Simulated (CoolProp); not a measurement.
Computed with CoolProp (reference Helmholtz-energy equation of state, Span 1996).

### Question
For carbon dioxide, give the phase and the cp (kJ/(kg K)), speed of sound (m/s) at 130.05 °C and 4.48 MPa.

### Answer
- 130.05 °C and 4.48 MPa: gas; cp 1.08, speed of sound 297
